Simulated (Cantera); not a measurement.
Charge: 1 mol Zr, 5 mol NH3, 3.2 mol N2, equilibrated at 5.40 Pa.

Cantera equilibrium calculation (NASA polynomials, part measured and part estimated; ideal gas, pure solids and liquids). Candidate condensed phases: Zr, ZrN; 11 gas species. ZrN: taken at fixed stoichiometry. Equilibrium is a limit: real reactors are often held back by kinetics, nucleation or transport.

Over these rows the condensed part is ZrN(s). Partial pressures as log10 of bar:

```tsv
T (K)	1000/T (1/K)	log p Zr	log p H	log p N2	log p H2
2100	0.4762	-9.81	-4.85	-4.72	-4.69
2175	0.4598	-8.98	-4.71	-4.74	-4.79
2250	0.4444	?	-4.60	-4.77	-4.93
2325	0.4301	-7.47	-4.52	-4.80	-5.12
2400	0.4167	-6.79	-4.47	-4.82	-5.34
2475	0.4040	-6.16	-4.44	-4.83	-5.59
```

Fit log p(Zr) = a + b·(1000/T) to the five rows, give the apparent enthalpy, and predict the row at 2250 K.

Means: 1000/T = 0.4374, log p = -7.842. Sxy = -0.182520, Sxx = 0.0036045, so b = -50.64 and a = -7.842 − (-50.64)×0.4374 = 14.31.
Apparent enthalpy: −19.145 × (-50.64) = 970 kJ/mol. With the condensed phases at unit activity, ZrN(s) = Zr(g) + 1/2 N2(g) links this pressure to the main gases: over the six rows their terms move log p by +0.06 in all, so the slope is close to that reaction's ΔH°. The five rows lie within 0.01 of the line.
Prediction at 2250 K: 14.31 + (-50.64)×0.4444 = -8.19. The computed value is -8.20, 0.01 from the line.
